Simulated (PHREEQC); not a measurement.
Solution (25 °C): 0.025 mol/kgw CuSO4, 0.063 mol/kgw CuCl2 and 0.0089 mol/kgw NaCl. Closed to the air; pH follows from the charge balance.

Model: ion-association model, phreeqc.dat, run in PHREEQC.

Question: The ionic strength comes out as 0.230 mol/kgw. What activity coefficients do Na+, NaSO4-, SO4-2, CuCl+, CuOH+ get?

Answer: Na+ 0.74, NaSO4- 0.74, SO4-2 0.28, CuCl+ 0.71, CuOH+ 0.71.

No solid was allowed to form. Complexes and solids missing from the database can't appear.
